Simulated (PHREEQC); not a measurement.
Make-up at 25 °C: 0.0011 mol/kgw NaH2PO4, 0.056 mol/kgw NaF and 0.0004 mol/kgw NaCl. Closed to the air; pH follows from the charge balance.

Model: ion-association model, phreeqc.dat, run in PHREEQC.

No solid was allowed to form.

### Question
Estimate the pH, specific conductance, density.

### Answer
pH 5.91; specific conductance 5090 µS/cm; density 1.000 g/cm³.

### Question
In which forms is F present?

### Answer
F- 98 %, NaF 2.1 % of the F.

Species that the database lacks are ignored.
